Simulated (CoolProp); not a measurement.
Vapour-liquid equilibrium of R143a (1) + n-butane (2) at 279.7 K; x and y are mole fractions of (1).

The numbers come from the multi-fluid Helmholtz-energy mixture model, Lemmon and Jacobsen 2000 and Bücker 2006; pair parameters Bell 2016 in CoolProp.

| x | bubble pressure, mixture model (bar) | bubble pressure, Raoult's law (bar) | y, mixture model | y, Raoult's law |
|---|---|---|---|---|
| 0.05 | 2.416 | 1.626 | (withheld) | 0.232 |
| 0.2 | 4.426 | 2.563 | (withheld) | 0.590 |
| 0.35 | (withheld) | 3.500 | (withheld) | 0.756 |
| 0.5 | 5.961 | 4.437 | 0.819 | 0.852 |
| 0.65 | 6.438 | 5.374 | 0.853 | 0.914 |
| 0.8 | 6.924 | 6.311 | 0.898 | 0.958 |
| 0.95 | 7.413 | 7.248 | 0.968 | 0.991 |

Problem. Some entries are withheld; supply them.

Solution. 
- 0.05, y, mixture model: 0.460
- 0.2, y, mixture model: 0.720
- 0.35, bubble pressure, mixture model (bar): 5.388
- 0.35, y, mixture model: 0.784

The largest gap from Raoult's law is +72.7 % in bubble pressure, at x = 0.2. No azeotrope shows between x = 0.05 and 0.95.

The pair parameters rest on a limited set of measurements; away from them the model extrapolates. With so large a gap from Raoult's law the liquid may split in two, which this calculation doesn't test in full.
